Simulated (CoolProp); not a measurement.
Properties of vinyl chloride along the isobar 1.9 MPa (Tc = 151.9 °C, pc = 5.600 MPa, ω = 0.160).

Values from CoolProp's reference Helmholtz-energy equation of state, Thol 2022.

```json
[
 {"T (°C)": "-99.85", "phase": "liquid", "density (kg/m³)": "1124", "cv (kJ/(kg K))": "0.9341", "speed of sound (m/s)": "1493", "expansivity (1/kK)": "1.640", "fugacity coefficient": "0.0001877"},
 {"T (°C)": "-81.45", "phase": "liquid", "density (kg/m³)": "1090", "cv (kJ/(kg K))": "0.9078", "speed of sound (m/s)": "1401", "expansivity (1/kK)": "1.634", "fugacity coefficient": "0.001069"},
 {"T (°C)": "-63.15", "phase": "liquid", "density (kg/m³)": "1058", "cv (kJ/(kg K))": "0.8941", "speed of sound (m/s)": "1310", "expansivity (1/kK)": "1.649", "fugacity coefficient": "0.004218"},
 {"T (°C)": "-44.85", "phase": "liquid", "density (kg/m³)": "1027", "cv (kJ/(kg K))": "0.8895", "speed of sound (m/s)": "1219", "expansivity (1/kK)": "1.685", "fugacity coefficient": "0.01281"},
 {"T (°C)": "-26.45", "phase": "liquid", "density (kg/m³)": "994.7", "cv (kJ/(kg K))": "0.8917", "speed of sound (m/s)": "1128", "expansivity (1/kK)": "1.745", "fugacity coefficient": "0.03204"},
 {"T (°C)": "-8.15", "phase": "liquid", "density (kg/m³)": "962.7", "cv (kJ/(kg K))": "0.8991", "speed of sound (m/s)": "1038", "expansivity (1/kK)": "1.831", "fugacity coefficient": "0.06837"},
 {"T (°C)": "10.15", "phase": "liquid", "density (kg/m³)": "930.0", "cv (kJ/(kg K))": "0.9105", "speed of sound (m/s)": "949.1", "expansivity (1/kK)": "1.952", "fugacity coefficient": "0.1292"},
 {"T (°C)": "28.55", "phase": "liquid", "density (kg/m³)": "895.8", "cv (kJ/(kg K))": "0.9253", "speed of sound (m/s)": "859.5", "expansivity (1/kK)": "2.122", "fugacity coefficient": "0.2223"},
 {"T (°C)": "46.85", "phase": "liquid", "density (kg/m³)": "859.9", "cv (kJ/(kg K))": "0.9426", "speed of sound (m/s)": "769.5", "expansivity (1/kK)": "2.365", "fugacity coefficient": "0.3523"},
 {"T (°C)": "65.15", "phase": "liquid", "density (kg/m³)": "820.9", "cv (kJ/(kg K))": "0.9625", "speed of sound (m/s)": "676.9", "expansivity (1/kK)": "2.738", "fugacity coefficient": "0.5227"},
 {"T (°C)": "83.55", "phase": "liquid", "density (kg/m³)": "776.4", "cv (kJ/(kg K))": "0.9855", "speed of sound (m/s)": "577.7", "expansivity (1/kK)": "3.385", "fugacity coefficient": "0.7350"},
 {"T (°C)": "101.85", "phase": "gas", "density (kg/m³)": "47.64", "cv (kJ/(kg K))": "0.9349", "speed of sound (m/s)": "203.2", "expansivity (1/kK)": "5.540", "fugacity coefficient": "0.8359"},
 {"T (°C)": "120.15", "phase": "gas", "density (kg/m³)": "43.47", "cv (kJ/(kg K))": "0.9483", "speed of sound (m/s)": "214.5", "expansivity (1/kK)": "4.551", "fugacity coefficient": "0.8597"},
 {"T (°C)": "138.55", "phase": "gas", "density (kg/m³)": "40.22", "cv (kJ/(kg K))": "0.9663", "speed of sound (m/s)": "224.3", "expansivity (1/kK)": "3.920", "fugacity coefficient": "0.8792"},
 {"T (°C)": "156.85", "phase": "gas", "density (kg/m³)": "37.60", "cv (kJ/(kg K))": "0.9867", "speed of sound (m/s)": "233.0", "expansivity (1/kK)": "3.480", "fugacity coefficient": "0.8952"}
]
```
